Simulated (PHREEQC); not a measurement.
Dissolve 0.0024 mol NaBr and 0.074 mol MgCl2 per kg of water at 20 °C and 100 atm. It is in equilibrium with CO2 at log p = -2 (atm). Otherwise closed; pH follows from the charge balance.

All values are PHREEQC results (Pitzer model, pitzer.dat), not measurements.

No solid was allowed to form.

Task: What pH, osmotic coefficient does the model give?

Result: pH 4.86; osmotic coefficient 0.867.

Task: In which forms is C present?

Result: CO2 95 %, HCO3- 5.0 % of the C.

Under pressure, the constants of complexes without a molar volume in the database are unreliable.
